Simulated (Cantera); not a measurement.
Charge: 1 mol CuF2, 0.37 mol H2, held at 9.30 mbar.

Equilibrium computed with Cantera from the NASA thermochemical tables; the gas is ideal and each condensed phase is pure. Candidate condensed phases: Cu, CuF2; 15 gas species. Mutual solubility and eutectic melting of coexisting phases are not modelled. The numbers say what is thermodynamically allowed, not how fast it happens.

log p: log10 of the partial pressure in bar; n: condensed amount in mol.

| T (K) | log p HF | log p CuF | log p CuF2 | log p F | log p Cu | n Cu(s) | n CuF2(s) | n CuF2(l) |
|---|---|---|---|---|---|---|---|---|
| 648 | -2.03 | -11.94 | -12.28 | <-14 | <-14 | 0.370 | 0.630 | 0 |
| 748 | -2.03 | -9.24 | -9.45 | <-14 | <-14 | 0.370 | 0.630 | 0 |
| 848 | -2.03 | -7.19 | -7.31 | <-14 | -13.93 | 0.370 | 0.630 | 0 |
| 948 | -2.03 | -5.59 | -5.65 | -12.15 | -11.76 | 0.370 | 0.630 | 0 |
| 1048 | -2.04 | -4.30 | -4.32 | -10.33 | -10.01 | 0.368 | 0.624 | 0 |
| 1148 | -2.08 | ___ | ___ | ___ | ___ | 0.348 | 0 | ___ |
| 1248 | -2.37 | -2.54 | -2.66 | -7.75 | -7.36 | 0.119 | 0 | 0 |
| 1348 | -2.40 | -2.40 | -2.86 | ___ | ___ | 0 | 0 | 0 |
| 1448 | -2.40 | -2.40 | -2.86 | -6.14 | -6.32 | 0 | 0 | 0 |
| 1548 | -2.40 | -2.40 | -2.86 | -5.35 | -6.09 | 0 | 0 | 0 |

Task: What belongs in the gaps?

Result: 
- 1348, log p F: -7.04
- 1348, log p Cu: -6.58
- 1148, log p CuF: -3.30
- 1148, log p CuF2: -3.32
- 1148, log p F: -8.88
- 1148, log p Cu: -8.57
- 1148, n CuF2(l): 0.565
